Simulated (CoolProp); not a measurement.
Saturation properties of n-perfluorohexane.

Model: reference Helmholtz-energy equation of state, Gao 2022, in CoolProp.

```csv
T (K),p (bar),liquid density (kg/m³),enthalpy of vaporisation (kJ/kg),liquid cp (kJ/(kg K)),vapour Z
311.1,0.5033,1638,89.74,1.067,0.9628
315.9,0.6057,1623,88.46,1.075,0.9573
320.8,0.7265,1608,87.12,1.083,0.9512
325.7,0.8655,1593,85.77,1.091,0.9444
330.5,1.021,1578,84.41,1.098,0.9372
335.4,1.201,1562,83.00,1.106,0.9292
340.3,1.406,1546,81.55,1.115,0.9205
345.1,1.631,1530,80.10,1.123,0.9113
350,1.888,1513,78.58,1.132,0.9012
354.9,2.176,1495,77.02,1.140,0.8903
359.7,2.489,1478,75.44,1.149,0.8789
```

It boils at 330.3 K under 1 atm.
